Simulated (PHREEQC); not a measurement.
A solution holds 0.0041 mol CuCl2, 0.029 mol HBF4 and 3.1e-05 mol NaCl per kg of water, at 20 °C. Closed to the air; pH follows from the charge balance.

All values are PHREEQC results (ion-association model, phreeqc.dat), not measurements.

* **pH**: 1.62
* **ionic strength**: 0.0397 mol/kgw
* **total alkalinity**: -116 meq/kg

```tsv
species	molality	activity	log γ
H+	0.0275	0.0238	-0.063
BF4-	0.0260	0.0217	-0.078
HF	0.00830	0.00837	0.004
Cl-	0.00819	0.00680	-0.081
Cu+2	0.00405	0.00208	-0.290
H3BO3	0.00183	0.00185	0.004
BF3OH-	0.00104	0.000867	-0.078
F-	0.000310	0.000257	-0.082
BF2(OH)2-	0.000141	0.000118	-0.078
CuCl+	3.57e-5	2.97e-5	-0.080
Na+	3.10e-5	2.60e-5	-0.076
CuF+	1.11e-5	9.28e-6	-0.078
HF2-	9.47e-6	7.91e-6	-0.078
BF(OH)3-	2.14e-7	1.79e-7	-0.078
```

Precipitation was switched off in this run. Real BF4- forms and hydrolyses slowly; the run takes it at equilibrium.
